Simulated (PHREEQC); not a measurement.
Dissolve 19 mmol/kgw H2SO4, 0.17 mmol/kgw Al(NO3)3 and 0.0054 mmol/kgw CO2 at 20 °C. Closed to the air; pH follows from the charge balance.

Computed with PHREEQC (ion-association model, phreeqc.dat).

Each row changes one thing in this solution. Precipitation was switched off in this run.

```tsv
case	pH	ionic strength (mol/kgw)	HSO4- (mol/kgw)	SO4-2 (mol/kgw)	AlSO4+ (mol/kgw)	Al+3 (mol/kgw)	SI of Gibbsite (Al(OH)3)
as made	1.62	0.0362	0.0105	0.00834	0.000124	2.98e-5	-8.61
Al(NO3)3 replaced by AlCl3 at the same molality	1.62	0.0362	0.0105	0.00834	0.000124	2.98e-5	-8.61
diluted 5-fold with water	2.22	___	0.00106	0.00271	2.39e-5	8.75e-6	-7.13
H2SO4 from 0.019 to 0.038 mol/kgw	1.37	0.0636	0.0253	0.0126	0.000121	2.76e-5	-9.51
CO2 from 5.4e-06 to 1.08e-05 mol/kgw	1.62	0.0362	0.0105	0.00834	0.000124	2.98e-5	-8.61
0.0053 mol/kgw AlCl3 added	___	0.0484	0.00815	0.00642	0.00372	0.00139	-7.08
temperature from 20 to 65 °C	1.69	0.0283	0.0144	0.00443	0.000125	3.34e-5	-6.10
CO2 replaced by KHCO3 at the same molality	1.62	0.0362	0.0105	___	0.000124	2.98e-5	-8.61
```

**Question.** Complete the blanks.

**Answer.** 
- diluted 5-fold with water, ionic strength (mol/kgw): 0.00933
- 0.0053 mol/kgw AlCl3 added, pH: 1.59
- CO2 replaced by KHCO3 at the same molality, SO4-2 (mol/kgw): 0.00835

Constants without temperature data keep their 25 °C values here.
